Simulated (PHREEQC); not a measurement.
Consider water at 2.6 °C with 0.055 mol/kgw CdSO4, 0.17 mol/kgw Na2SO4, 0.067 mol/kgw MnSO4 and 0.043 mol/kgw H2SO4. Closed to the air; pH follows from the charge balance.

Model: ion-association model, phreeqc.dat, run in PHREEQC.

No solid was allowed to form.

Problem. Predict the pH, density, activity of water.

Solution. pH 1.63; density 1.047 g/cm³; activity of water 0.988.

Problem. In which forms is Mn present?

Solution. Mn+2 61 %, MnSO4 39 % of the Mn.

Away from 25 °C the constants follow the database's enthalpies or fits; those with neither stay at their 25 °C values.
